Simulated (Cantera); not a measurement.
Cantera run:

```python
import numpy as np
import cantera as ct

gas_names = """
    B BH BH2 BH3 B2 H H2
""".split()
cond_names = """
    B(b) B(L)
""".split()


def load(file, names, dense=False):
    # The tables refer to 1 bar. Condensed volumes are neglected.
    table = {s.name: s for s in ct.Species.list_from_file(file)}
    out = []
    for n in names:
        d = dict(table[n].input_data)
        d["thermo"] = dict(d["thermo"], **{"reference-pressure": 1e5})
        if dense:
            d["equation-of-state"] = {"model": "constant-volume", "density": "1e6 g/cm^3"}
        out.append(ct.Species.from_dict(d))
    return out


gas = ct.Solution(thermo="ideal-gas", species=load("nasa_gas.yaml", gas_names))
cond = {s.name: ct.Solution(thermo="fixed-stoichiometry", species=[s], name=s.name)
        for s in load("nasa_condensed.yaml", cond_names, dense=True)}
atoms = {
    'B': {'B': 1},
    'H2': {'H': 2},
}
top_T = {}  # K; cautious upper limits of use, not melting points


def equilibrate(T, P, feed):
    n = {}
    for name, mol in feed.items():
        for a, k in atoms[name].items():
            n[a] = n.get(a, 0.0) + k * mol
    gas.TPX = T, P, n
    mass = sum(n.values()) * gas.mean_molecular_weight
    gas.equilibrate("TP")
    valid = [c for c in cond.values() if c.min_temp <= T <= top_T.get(c.name, c.max_temp)]
    mix = ct.Mixture([(gas, mass / gas.mean_molecular_weight)] + [(c, 0.0) for c in valid])
    mix.T, mix.P = T, P
    mix.equilibrate("TP", solver="vcs", rtol=1e-11, max_steps=5000)
    return mix


results = []
feed = {'B': 1, 'H2': 3.4}  # mol
T = 975  # K
P = 10000  # Pa
mix = equilibrate(T, P, feed)
results.append((T, P, feed, dict(zip(mix.species_names, mix.species_moles))))
x = sorted(zip(gas.X, gas.species_names), reverse=True)
print(f"T = {T:g} K  P = {P:g} Pa  gas = {mix.phase_moles(0):.4g} mol")
print("   x: " + "  ".join(f"{s} {v:.3e}" for v, s in x if v > 0.0001))
print("   condensed (mol): " + ("  ".join(f"{mix.phase(i).name} {mix.phase_moles(i):.4g}"
      for i in range(1, mix.n_phases) if mix.phase_moles(i) > 1e-12) or "none"))
```

Result:

```
T = 975 K  P = 10000 Pa  gas = 3.4 mol
   x: H2 1.000e+00
   condensed (mol): B(b) 1
```

Method: chemical equilibrium by Gibbs-energy minimisation in Cantera with the NASA 1993 tables (ideal gas, pure condensed phases).
